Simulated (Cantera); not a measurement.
Input: 1 mol SiC, 0.4 mol N2O, 1.4 mol N2, equilibrated at 1198.15 K and 43.0 Pa.

Cantera equilibrium calculation (NASA polynomials, part measured and part estimated; ideal gas, pure solids and liquids). Candidate condensed phases: C, Si, SiC, SiO2, Si2N2O, Si3N4; 34 gas species. Mutual solubility and eutectic melting of coexisting phases are not modelled. The numbers say what is thermodynamically allowed, not how fast it happens.

Problem. What is the equilibrium state?

Solution. 
| Quantity | Result |
|---|---|
| x(N2) | 1.000 |
| x(CO) | 2.06e-5 |
| n(C(graphite)) | 1.000 mol |
| n(Si2N2O(s)) | 0.400 mol |
| n(Si3N4(s)) | 0.0667 mol |
| gas amount | 1.267 mol |
| log10 activity of Si(s) (absent) | -2.80 |
